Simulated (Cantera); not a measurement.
Input: 1 mol SiCl4, 0.0077 mol C2H2, 62 mol H2, held at 8900 Pa.

These are equilibrium values from Cantera (NASA tables, ideal gas, pure condensed phases), not measurements of a reactor. Candidate condensed phases: C, C6H6, C7H8, C8H18, Si, SiC; 109 gas species. Mutual solubility and eutectic melting of coexisting phases are not modelled. Gases not in the tables: Si2H6 and higher silanes. Kinetics and transport are ignored.

Question: What share of the Si ends up in condensed phases as a function of T (°C), at 775, 875, 975, 1075, 1175, 1275, 1375, 1475?

Answer: 
| T (°C) | Si condensed (%) | as |
|---|---|---|
| 775 | 16.2 | Si(s) + SiC(s) |
| 875 | 33.9 | Si(s) + SiC(s) |
| 975 | 46.9 | Si(s) + SiC(s) |
| 1075 | 51.3 | Si(s) + SiC(s) |
| 1175 | 51.1 | Si(s) + SiC(s) |
| 1275 | 49.6 | Si(s) + SiC(s) |
| 1375 | 47.9 | Si(s) + SiC(s) |
| 1475 | 49.7 | Si(l) + SiC(s) |
